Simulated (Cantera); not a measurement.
Feed: 1 mol SiHCl3, a varied amount of H2, held at 0.330 bar.

Points: T (K) = 975, 1025, 1075, 1125, 1175, 1225, 1275, 1325, 1375, 1425, 1475; n(H2) (mol) = 49, 66, 90, 120, 160, 220, 300.

Cantera's Mixture.equilibrate('TP', solver="vcs", rtol=1e-11, max_steps=5000) on the NASA tables stopped like this:

```
ERROR: FAILURE its = 5001!

*******************************************************************************
CanteraError thrown by MultiPhase::equilibrate:
VCS solver failed. Return code: -1
*******************************************************************************
```

What got this run through?

One answer among several that fit: The failure is numerical, not chemical. The same input converged with solver="gibbs", rtol=1e-10, max_steps=50000, and the result passed a check of the equilibrium conditions:
```
    975         49  Si(cr)
    975         66  Si(cr)
    975         90  Si(cr)
    975        120  Si(cr)
    975        160  Si(cr)
    975        220  Si(cr)
    975        300  Si(cr)
   1025         49  Si(cr)
   1025         66  Si(cr)
   1025         90  Si(cr)
   1025        120  Si(cr)
   1025        160  Si(cr)
   1025        220  Si(cr)
   1025        300  Si(cr)
   1075         49  Si(cr)
   1075         66  Si(cr)
   1075         90  Si(cr)
   1075        120  Si(cr)
   1075        160  Si(cr)
   1075        220  Si(cr)
   1075        300  Si(cr)
   1125         49  Si(cr)
   1125         66  Si(cr)
   1125         90  Si(cr)
   1125        120  Si(cr)
   1125        160  Si(cr)
   1125        220  Si(cr)
   1125        300  Si(cr)
   1175         49  Si(cr)
   1175         66  Si(cr)
   1175         90  Si(cr)
   1175        120  Si(cr)
   1175        160  Si(cr)
   1175        220  Si(cr)
   1175        300  Si(cr)
   1225         49  Si(cr)
   1225         66  Si(cr)
   1225         90  Si(cr)
   1225        120  Si(cr)
   1225        160  Si(cr)
   1225        220  Si(cr)
   1225        300  Si(cr)
   1275         49  Si(cr)
   1275         66  Si(cr)
   1275         90  Si(cr)
   1275        120  Si(cr)
   1275        160  Si(cr)
   1275        220  Si(cr)
   1275        300  Si(cr)
   1325         49  Si(cr)
   1325         66  Si(cr)
   1325         90  Si(cr)
   1325        120  Si(cr)
   1325        160  Si(cr)
   1325        220  Si(cr)
   1325        300  Si(cr)
   1375         49  Si(cr)
   1375         66  Si(cr)
   1375         90  Si(cr)
   1375        120  Si(cr)
   1375        160  Si(cr)
   1375        220  Si(cr)
   1375        300  Si(cr)
   1425         49  Si(cr)
   1425         66  Si(cr)
   1425         90  Si(cr)
   1425        120  Si(cr)
   1425        160  Si(cr)
   1425        220  Si(cr)
   1425        300  Si(cr)
   1475         49  Si(cr)
   1475         66  Si(cr)
   1475         90  Si(cr)
   1475        120  Si(cr)
   1475        160  Si(cr)
   1475        220  Si(cr)
   1475        300  Si(cr)
```

The gas is ideal and each condensed phase is pure. The tables' values for SiCl3 are old estimates.
